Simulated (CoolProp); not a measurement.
Vapour-liquid equilibrium of methanol (1) + toluene (2) at 203.05 °C; x and y are mole fractions of (1).

Values from CoolProp's multi-fluid Helmholtz-energy mixture model, de Reuck 1993 and Lemmon 2006; pair parameters Bell 2016.

| x | bubble pressure (kPa) | y at the bubble point | dew pressure at overall composition x (kPa) | liquid density (mol/L) |
|---|---|---|---|---|
| 0.05 | 1205 | 0.311 | 839.7 | 7.460 |
| 0.15 | 1815 | 0.528 | 954.2 | 7.816 |
| 0.25 | 2236 | 0.615 | 1098 | 8.220 |
| 0.35 | 2554 | 0.667 | 1284 | 8.691 |
| 0.45 | 2825 | 0.710 | 1539 | 9.255 |
| 0.55 | 3081 | 0.751 | 1908 | 9.953 |
| 0.65 | 3337 | 0.795 | 2445 | 10.84 |
| 0.75 | 3599 | 0.846 | 3077 | 12.00 |
| 0.85 | 3865 | 0.904 | 3619 | 13.55 |
| 0.95 | 4131 | 0.967 | 4061 | 15.61 |

No azeotrope shows between x = 0.05 and 0.95.

The pair parameters rest on a limited set of measurements; away from them the model extrapolates.
